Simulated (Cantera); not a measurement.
A closed system holds: 1 mol Pb, 0.15 mol H2, 13 mol N2, 0.87 mol CO, at 1398.15 K and 10.0 mbar.

Cantera equilibrium calculation (NASA polynomials, part measured and part estimated; ideal gas, pure solids and liquids). Candidate condensed phases: C, C6H6, C7H8, C8H18, H2O, Pb, PbO, PbO2, Pb3O4; 139 gas species. Rates play no part.

Base state: N2 0.866, Pb 0.0666, CO 0.0579, H2 0.00998 (mole fractions); condensed: gas only.

### Question
What changes in the equilibrium state with this change: pressure from 10.0 mbar to 1 atm?

### Answer
```
species      before    after
----------  -------  -------
N2            0.866    0.919
CO           0.0579   0.0615
H2          0.00998   0.0106
Pb           0.0666  0.00843
CO2         1.40e-6  1.55e-5
HCN         1.90e-6  2.08e-5
Pb(l), mol        0    0.881
```
